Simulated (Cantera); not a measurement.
An isothermal, constant-pressure homogeneous reactor starts with C₂H₆ : N₂ = 1 : 2.8 (molar parts), at 1748 K and 290 Pa.

Cantera simulation using GRI-Mech 3.0 (53 species, 325 reactions); the numbers are that mechanism's predictions, not measurements. GRI-Mech 3.0 stops at C3 and has no aromatics, soot or wall deposition, so with more carbon than oxygen in the feed, carbon stays in small species such as C2H2 where larger ones or solid carbon would form. Radical loss at walls, strong at low pressure, is not modelled.

Task: Predict: x(H) at 200 s; x(CH₂) at 200 s; x(C₂H₄) at 200 s; x(H₂) at 200 s; x(HCN) at 200 s; x(CH₃) at 200 s.

Result: x(H) at 200 s: 0.00250 (gas-phase equilibrium 0.00250)
x(CH₂) at 200 s: 2.09e-8 (gas-phase equilibrium 1.91e-8)
x(C₂H₄) at 200 s: 5.76e-6 (gas-phase equilibrium 3.64e-6)
x(H₂) at 200 s: 0.343 (gas-phase equilibrium 0.343)
x(HCN) at 200 s: 5.82e-5 (gas-phase equilibrium 0.127)
x(CH₃) at 200 s: 2.66e-6 (gas-phase equilibrium 2.43e-6)
